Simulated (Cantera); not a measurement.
What does this Cantera script print?

```python
import numpy as np
import cantera as ct

gas = ct.Solution("gri30.yaml")
gas.TPX = 475, 140000, {'CO': 0.66, 'H2': 0.2, 'O2': 1.4, 'N2': 5.25}
inlet = ct.Reservoir(gas, clone=True)
gas.equilibrate("HP")  # start burning
reactor = ct.IdealGasConstPressureReactor(gas, energy="on", clone=False)
exhaust = ct.Reservoir(gas, clone=True)
tau = [0.053, 0.025, 0.012, 0.0055, 0.0026, 0.0012, 0.00058, 0.00027, 0.00013, 6e-05, 2.8e-05, 1.3e-05, 6.3e-06][0]
for a, b in ((inlet, reactor), (reactor, exhaust)):
    ct.MassFlowController(a, b, mdot=lambda t: reactor.mass / tau)
net = ct.ReactorNet([reactor])
show = ['CO', 'H2', 'O2', 'NO2', 'NO']

rows = []
print(f"{'tau/s':>10s}{'T/K':>9s}" + "".join(f"{s:>11s}" for s in show))
for tau in [0.053, 0.025, 0.012, 0.0055, 0.0026, 0.0012, 0.00058, 0.00027, 0.00013, 6e-05, 2.8e-05, 1.3e-05, 6.3e-06]:
    net.initial_time = 0.0
    net.advance(30 * tau)
    before = gas.X
    net.advance(40 * tau)
    drift = np.max(np.abs(gas.X - before) / (gas.X + 1e-9))
    rows.append([gas.T, *gas[show].X, drift])
    print(f"{tau:10.3e}{gas.T:9.1f}" + "".join(f"{x:11.3e}" for x in gas[show].X))
```

It prints:

```
     tau/s      T/K         CO         H2         O2        NO2         NO
 5.300e-02   1421.4  1.424e-03  5.243e-05  1.374e-01  4.829e-08  4.544e-06
 2.500e-02   1412.5  2.406e-03  8.660e-05  1.378e-01  3.117e-08  3.395e-06
 1.200e-02   1397.7  4.072e-03  1.428e-04  1.384e-01  1.971e-08  2.521e-06
 5.500e-03   1369.5  7.348e-03  2.512e-04  1.397e-01  1.222e-08  1.837e-06
 2.600e-03   1312.8  1.420e-02  4.895e-04  1.426e-01  7.468e-09  1.203e-06
 1.200e-03    475.0  8.788e-02  2.663e-02  1.864e-01 -1.520e-20 -6.427e-22
 5.800e-04    475.0  8.788e-02  2.663e-02  1.864e-01  6.900e-25  2.919e-26
 2.700e-04    475.0  8.788e-02  2.663e-02  1.864e-01  4.359e-26  1.844e-27
 1.300e-04    475.0  8.788e-02  2.663e-02  1.864e-01  2.753e-27  1.165e-28
 6.000e-05    475.0  8.788e-02  2.663e-02  1.864e-01  1.739e-28  7.356e-30
 2.800e-05    475.0  8.788e-02  2.663e-02  1.864e-01  1.099e-29  4.646e-31
 1.300e-05    475.0  8.788e-02  2.663e-02  1.864e-01  6.939e-31  2.935e-32
 6.300e-06    475.0  8.788e-02  2.663e-02  1.864e-01  4.383e-32  1.854e-33
```

Model: GRI-Mech 3.0 (53 species, 325 reactions), integrated in Cantera.
